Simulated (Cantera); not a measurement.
What does this Cantera script print?

```python
import numpy as np
import cantera as ct

gas = ct.Solution("gri30.yaml", transport_model="multicomponent")
show = ['CH4', 'H2O', 'NH3']

rows = []
print(f"{'T/K':>7s}{'rho':>11s}{'cp':>10s}{'mu':>11s}{'lambda':>11s}{'Pr':>7s}" + "".join(f"{'D_' + s:>11s}" for s in show))
for T in [400, 600, 800, 1000, 1200, 1400, 1600, 1800]:
    gas.TPX = T, 690, {'C3H8': 0.19, 'C2H4': 0.36}
    Pr = gas.cp_mass * gas.viscosity / gas.thermal_conductivity
    D = [gas.mix_diff_coeffs_mole[gas.species_index(s)] for s in show]
    rows.append([gas.density, gas.cp_mass, gas.viscosity, gas.thermal_conductivity, Pr, *D])
    print(f"{T:7g}{gas.density:11.4e}{gas.cp_mass:10.1f}{gas.viscosity:11.4e}"
          f"{gas.thermal_conductivity:11.4e}{Pr:7.3f}" + "".join(f"{d:11.4e}" for d in D))
print("SI units: kg/m3, J/kg/K, Pa s, W/m/K, m2/s")
```

Output:

```
    T/K        rho        cp         mu     lambda     Pr      D_CH4      D_H2O      D_NH3
    400 6.9702e-03    1993.2 1.2307e-05 3.2183e-02  0.762 3.8016e-03 3.6964e-03 3.5950e-03
    600 4.6468e-03    2704.9 1.7570e-05 6.2196e-02  0.764 7.8918e-03 8.1475e-03 7.8643e-03
    800 3.4851e-03    3227.1 2.2109e-05 9.3319e-02  0.765 1.3043e-02 1.3972e-02 1.3414e-02
   1000 2.7881e-03    3628.8 2.6141e-05 1.2423e-01  0.764 1.9130e-02 2.0981e-02 2.0069e-02
   1200 2.3234e-03    3916.0 2.9807e-05 1.5320e-01  0.762 2.6072e-02 2.9048e-02 2.7711e-02
   1400 1.9915e-03    4147.6 3.3194e-05 1.8103e-01  0.761 3.3810e-02 3.8081e-02 3.6260e-02
   1600 1.7425e-03    4332.6 3.6366e-05 2.0748e-01  0.759 4.2299e-02 4.8016e-02 4.5654e-02
   1800 1.5489e-03    4479.3 3.9368e-05 2.3251e-01  0.758 5.1505e-02 5.8802e-02 5.5849e-02
SI units: kg/m3, J/kg/K, Pa s, W/m/K, m2/s
```

Computed with Cantera and GRI-Mech 3.0 (53 species, 325 reactions). The composition is frozen, though it would react at the higher temperatures.
